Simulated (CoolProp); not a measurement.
Vapour-liquid equilibrium of C3F8 (R218) (1) + R134a (2) at 77.7 kPa; x and y are mole fractions of (1).

Computed with CoolProp (multi-fluid Helmholtz-energy mixture model, Lemmon 2006 and Tillner-Roth 1994; pair parameters Bell 2016).

| x | bubble temperature (K) | y at the bubble point | dew temperature at overall composition x (K) | liquid density (mol/L) |
|---|---|---|---|---|
| 0.05 | 236.2 | 0.259 | 240.5 | ? |
| 0.125 | 231.7 | 0.443 | 239.0 | ? |
| 0.2 | 229.5 | 0.528 | ? | 12.45 |
| 0.275 | 228.3 | 0.573 | 235.8 | 11.97 |
| 0.35 | 227.7 | 0.600 | 234.0 | 11.52 |
| 0.425 | 227.3 | 0.618 | 232.2 | 11.10 |
| 0.5 | 227.1 | 0.632 | 230.2 | 10.71 |
| 0.575 | 227.0 | 0.647 | 228.3 | 10.35 |
| 0.65 | 226.9 | 0.664 | 227.0 | 10.01 |
| 0.725 | 227.0 | 0.689 | 227.2 | 9.701 |
| 0.8 | 227.2 | 0.725 | 228.0 | 9.411 |
| 0.875 | 227.8 | 0.785 | 228.9 | 9.137 |
| 0.95 | 229.1 | 0.887 | 230.0 | 8.870 |

Some entries are withheld; supply them.


- 0.05, liquid density (mol/L): 13.39
- 0.125, liquid density (mol/L): 12.93
- 0.2, dew temperature at overall composition x (K): 237.5

y crosses x between x = 0.65 and 0.725: the model has an azeotrope there.

The pair parameters rest on a limited set of measurements; away from them the model extrapolates.
